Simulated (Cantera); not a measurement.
A perfectly stirred reactor is fed with 3.03 % C2H6, 97.0 % N2, at 195 Torr; it is held at 1550 K, and followed from long to short residence time.

Computed with Cantera and GRI-Mech 3.0 (53 species, 325 reactions). GRI-Mech 3.0 stops at C3 and has no aromatics, soot or wall deposition, so with more carbon than oxygen in the feed, carbon stays in small species such as C2H2 where larger ones or solid carbon would form.

Task: Predict: x(C2H6) at τ = 0.380 s; x(H2) at τ = 0.380 s; x(H) at τ = 0.380 s; x(CH2) at τ = 0.380 s; x(CH4) at τ = 0.380 s; x(C2H6) at τ = 6.90 ms; x(H2) at τ = 6.90 ms; x(H) at τ = 6.90 ms; x(CH2) at τ = 6.90 ms; x(CH4) at τ = 6.90 ms.

Result: 
| Item | Value |
|---|---|
| x(C2H6) at τ = 0.380 s | 5.72e-5 |
| x(H2) at τ = 0.380 s | 0.0479 |
| x(H) at τ = 0.380 s | 4.56e-5 |
| x(CH2) at τ = 0.380 s | 8.97e-8 |
| x(CH4) at τ = 0.380 s | 0.00599 |
| x(C2H6) at τ = 6.90 ms | 0.00143 |
| x(H2) at τ = 6.90 ms | 0.0369 |
| x(H) at τ = 6.90 ms | 0.000107 |
| x(CH2) at τ = 6.90 ms | 1.04e-6 |
| x(CH4) at τ = 6.90 ms | 0.00864 |
